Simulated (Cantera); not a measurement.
Standard-state values (1 bar) from the NASA 1993 polynomials, evaluated with Cantera. Values are per mole of reaction as written; species without (g) are pure solids or liquids, kept so even where they would boil at 1 bar.

3 Cu₂O + N₂O(g) = 6 Cu + 2 NO₂(g)

```json
[
 {"T (K)": "875", "ΔH° (kJ)": "[?]", "ΔS° (J/K)": "[?]", "ΔG° (kJ)": "[?]", "log10 K": "[?]", "condensed phases": "Cu₂O(s), Cu(s)"},
 {"T (K)": "975", "ΔH° (kJ)": "487.6", "ΔS° (J/K)": "163.9", "ΔG° (kJ)": "327.8", "log10 K": "-17.56", "condensed phases": "Cu₂O(s), Cu(s)"},
 {"T (K)": "1075", "ΔH° (kJ)": "485.5", "ΔS° (J/K)": "161.8", "ΔG° (kJ)": "311.5", "log10 K": "-15.14", "condensed phases": "Cu₂O(s), Cu(s)"},
 {"T (K)": "1175", "ΔH° (kJ)": "483.3", "ΔS° (J/K)": "159.9", "ΔG° (kJ)": "295.4", "log10 K": "-13.13", "condensed phases": "Cu₂O(s), Cu(s)"},
 {"T (K)": "1275", "ΔH° (kJ)": "481.0", "ΔS° (J/K)": "158.0", "ΔG° (kJ)": "279.5", "log10 K": "-11.45", "condensed phases": "Cu₂O(s), Cu(s)"},
 {"T (K)": "1375", "ΔH° (kJ)": "557.5", "ΔS° (J/K)": "214.3", "ΔG° (kJ)": "262.8", "log10 K": "-9.98", "condensed phases": "Cu₂O(s), Cu(l)"},
 {"T (K)": "1475", "ΔH° (kJ)": "554.4", "ΔS° (J/K)": "212.2", "ΔG° (kJ)": "241.5", "log10 K": "-8.55", "condensed phases": "Cu₂O(s), Cu(l)"},
 {"T (K)": "1575", "ΔH° (kJ)": "[?]", "ΔS° (J/K)": "[?]", "ΔG° (kJ)": "[?]", "log10 K": "[?]", "condensed phases": "Cu₂O(l), Cu(l)"}
]
```

Q: Complete the blanks.

A: 
- 875, ΔH° (kJ): 489.6
- 875, ΔS° (J/K): 166.1
- 875, ΔG° (kJ): 344.3
- 875, log10 K: -20.55
- 1575, ΔH° (kJ): 355.7
- 1575, ΔS° (J/K): 81.2
- 1575, ΔG° (kJ): 227.9
- 1575, log10 K: -7.56
